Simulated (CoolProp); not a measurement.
Vapour-liquid equilibrium of CH2F2 (R32) (1) + R227EA (2) at -72.15 °C; x and y are mole fractions of (1).

Computed with CoolProp (multi-fluid Helmholtz-energy mixture model, Tillner-Roth 1997 and Lemmon 2016; pair parameters Bell 2016).

```csv
x,"bubble pressure, mixture model (MPa)","bubble pressure, Raoult's law (MPa)","y, mixture model","y, Raoult's law"
0.05,0.006162,0.005311,0.392,0.297
0.125,0.009536,0.007378,0.637,0.534
0.2,0.01275,0.009446,0.750,0.667
0.275,0.01566,0.01151,0.813,0.752
0.35,0.01819,0.01358,0.852,0.812
0.425,0.02035,0.01565,0.879,0.856
0.5,0.02218,0.01772,0.898,0.889
0.575,0.02375,0.01978,0.914,0.916
0.65,0.02513,0.02185,0.927,0.937
0.725,0.02642,0.02392,0.939,0.955
0.8,0.02770,0.02599,0.952,0.970
0.875,0.02902,0.02806,0.967,0.982
0.95,0.03046,0.03012,0.985,0.993
```

The largest gap from Raoult's law is +36.1 % in bubble pressure, at x = 0.275. No azeotrope shows between x = 0.05 and 0.95.

Pair parameters are fitted to limited data, so mixtures are less certain than the pure fluids.
